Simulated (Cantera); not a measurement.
Input (Python, Cantera) and output of one run.

```python
import numpy as np
import cantera as ct

gas_names = """
    H HO2 H2 H2O H2O2 O OH O2 O3 Si SiH SiH2 SiH3 SiH4 SiO SiO2 Si2 Si3
""".split()
cond_names = """
    H2O(s) H2O(L) Si(cr) Si(L) SiO2(Lqz) SiO2(hqz) SiO2(L)
""".split()


# ... load() reads the species with a 1 bar reference pressure and builds the phases ...
atoms = {
    'Si': {'Si': 1},
    'H2O': {'H': 2, 'O': 1},
    'O2': {'O': 2},
}
top_T = {}  # K; cautious upper limits of use, not melting points


# ... equilibrate(T, P, feed) seeds the gas with the atoms and calls Mixture.equilibrate('TP', solver="vcs", rtol=1e-11, max_steps=5000) ...
results = []
feed = {'Si': 1, 'H2O': 1.1, 'O2': 0.08}  # mol
T = 1748  # K
for P in [1000, 3200, 10000, 32000, 100000, 320000, 1000000]:
    mix = equilibrate(T, P, feed)
    results.append((T, P, feed, dict(zip(mix.species_names, mix.species_moles))))

top = {s: max(r[3][s] / sum(r[3][g] for g in gas_names) for r in results) for s in gas_names}
cols = sorted((s for s in top if top[s] > 1e-05), key=lambda s: -top[s])[:8]
seen = [c for c in cond_names if any(r[3].get(c, 0) > 1e-12 for r in results)]
print("log10 of partial pressures in bar; condensed amounts in mol")
print(f"{'P/Pa':>10s}" + "".join(f"{s[:9]:>10s}" for s in cols + seen))
for T, P, feed, n in results:
    ng = sum(n[g] for g in gas_names)
    print(f"{P:10.4g}" + "".join(f"{np.log10(max(n[s] / ng * P / 1e5, 1e-99)):10.3f}" for s in cols)
          + "".join(f"{n.get(c, 0):10.4g}" for c in seen))
```

It prints:

```
log10 of partial pressures in bar; condensed amounts in mol
      P/Pa        H2       SiO         H       H2O      SiH2        Si      SiH4     Si(L)   SiO2(L)
      1000    -2.225    -2.396    -4.753    -5.942    -8.423    -7.347   -11.884         0    0.2598
      3200    -1.719    -1.891    -4.501    -5.941    -6.907    -6.337    -9.863         0      0.26
     1e+04    -1.113    -1.641    -4.198    -5.586    -5.801    -5.837    -8.151    0.2068    0.4668
   3.2e+04    -0.527    -1.641    -3.905    -5.000    -5.215    -5.837    -6.979    0.3276    0.5876
     1e+05    -0.010    -1.641    -3.646    -4.483    -4.698    -5.837    -5.945    0.3571    0.6171
   3.2e+05     0.502    -1.641    -3.390    -3.971    -4.186    -5.837    -4.921     0.366     0.626
     1e+06     0.999    -1.641    -3.142    -3.474    -3.689    -5.837    -3.927    0.3687    0.6287
```

Cantera equilibrium calculation (NASA polynomials, part measured and part estimated; ideal gas, pure solids and liquids). Each liquid is taken as pure. Mutual solubility and eutectic melting of coexisting phases are not modelled. The tables hold silica as quartz up to 1696 K and as liquid above; real silica turns to tridymite and cristobalite and melts near 1996 K. Gases not in the tables: Si2H6 and higher silanes.
